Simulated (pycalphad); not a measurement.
CALPHAD calculation (pycalphad, COST 507 light-alloy database (1999)), 1 atm. The data set is of 1999 and partly superseded. Phase fractions are per mole of atoms. Diffusion is slow at the low end, where real alloys seldom reach equilibrium.

### Question
Give the equilibrium state of V-0.1656Si (wt.%) at 577 °C.

### Answer
```
T = 850.00 K, P = 101325 Pa, N = 1 mol of atoms
G = -35536 J/mol, H = 14351 J/mol, S = 58.69 J/(mol K)  (SER reference)
chemical potentials (J/mol): V -35051, Si -196876
phase             fraction       x(V)      x(Si)
BCC_A2              0.9937     0.9984     0.0016
SIV3                0.0063     0.7671     0.2329
```

Database names, with the compositions (at.%) that they take in these runs: SIV3: V 75-77 Si 23-25. BCC_A2 is bcc.
